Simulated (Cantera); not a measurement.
A Cantera script and its output.

```python
import numpy as np
import cantera as ct

gas = ct.Solution("gri30.yaml")
gas.TPX = 1698, 65, {'CH4': 1.8, 'N2': 3}
reactor = ct.IdealGasConstPressureReactor(gas, energy="off", clone=False)
net = ct.ReactorNet([reactor])
net.rtol, net.atol = 1e-08, 1e-18
show = ['CH4', 'H2', 'C2H2', 'HCN', 'C2H', 'H', 'CH2']
times = np.geomspace(0.0001, 8, 12)

steps = ct.SolutionArray(gas, extra=["t"])
rows = []
print(f"{'t/s':>10s}{'T/K':>9s}{'P/Pa':>11s}" + "".join(f"{s:>11s}" for s in show))
for t in times:
    while net.time < t:
        t_next = net.step()
        steps.append(gas.state, t=t_next)
    rows.append([np.interp(t, steps.t, y) for y in (steps.T, steps.P, *steps(*show).X.T)])
    print(f"{t:10.3e}{rows[-1][0]:9.1f}{rows[-1][1]:11.4g}" + "".join(f"{x:11.3e}" for x in rows[-1][2:]))
rate = np.gradient(steps.T, steps.t)
print("integrator steps:", len(steps.t))
if steps.T.max() > steps.T[0] + 200:
    print(f"time of steepest temperature rise: {steps.t[rate.argmax()]:.4e} s")
gas.TPX = 1698, 65, {'CH4': 1.8, 'N2': 3}
gas.equilibrate("TP")
print(f"equilibrium (TP): T = {gas.T:.1f} K  " + "  ".join(f"{s} {gas[s].X[0]:.3e}" for s in show))
```

Output:

```
       t/s      T/K       P/Pa        CH4         H2       C2H2        HCN        C2H          H        CH2
 1.000e-04   1698.0         65  3.750e-01  1.371e-07  1.293e-19  4.289e-19  4.913e-28  3.097e-07  3.178e-14
 2.791e-04   1698.0         65  3.750e-01  7.407e-07  8.819e-18  4.539e-18  1.407e-25  5.062e-07  6.280e-13
 7.789e-04   1698.0         65  3.750e-01  2.911e-06  1.326e-15  4.411e-17  6.347e-23  5.690e-07  7.365e-12
 2.174e-03   1698.0         65  3.750e-01  9.142e-06  2.009e-13  3.860e-16  2.802e-20  5.704e-07  5.877e-11
 6.067e-03   1698.0         65  3.749e-01  2.656e-05  2.143e-11  3.246e-15  8.884e-18  5.722e-07  4.267e-10
 1.693e-02   1698.0         65  3.748e-01  7.572e-05  1.697e-09  3.044e-14  2.055e-15  5.872e-07  3.151e-09
 4.725e-02   1698.0         65  3.745e-01  2.259e-04  1.162e-07  3.793e-13  3.996e-13  7.086e-07  2.346e-08
 1.319e-01   1698.0         65  3.732e-01  9.352e-04  7.754e-06  5.372e-12  5.997e-11  1.711e-06  1.693e-07
 3.680e-01   1698.0         65  3.625e-01  9.326e-03  5.466e-04  2.746e-10  3.912e-09  1.219e-05  1.087e-06
 1.027e+00   1698.0         65  2.519e-01  1.199e-01  2.791e-02  3.681e-08  2.055e-07  1.598e-04  3.750e-06
 2.867e+00   1698.0         65  8.963e-02  3.077e-01  1.008e-01  4.789e-07  8.055e-07  4.451e-04  2.551e-06
 8.000e+00   1698.0         65  2.772e-02  3.775e-01  1.256e-01  1.554e-06  1.213e-06  6.594e-04  1.442e-06
integrator steps: 1005
equilibrium (TP): T = 1698.0 K  CH4 6.274e-06  H2 4.065e-01  C2H2 8.339e-02  HCN 1.054e-01  C2H 4.129e-06  H 3.642e-03  CH2 1.051e-08
```

Model: GRI-Mech 3.0 (53 species, 325 reactions), integrated in Cantera. GRI-Mech 3.0 stops at C3 and has no aromatics, soot or wall deposition, so with more carbon than oxygen in the feed, carbon stays in small species such as C2H2 where larger ones or solid carbon would form. Radical loss at walls, strong at low pressure, is not modelled.
